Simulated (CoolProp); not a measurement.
Computed with CoolProp (reference Helmholtz-energy equation of state, Span 2000).

Problem. For nitrogen, give the phase and the cp (kJ/(kg K)), cv (kJ/(kg K)), speed of sound (m/s), viscosity (µPa s) at 218.3 K and 170 bar.

Solution. 
- 218.3 K and 170 bar: supercritical; cp 1.63, cv 0.814, speed of sound 374, viscosity 22.3

Viscosity comes from a separate model (Lemmon 2004).
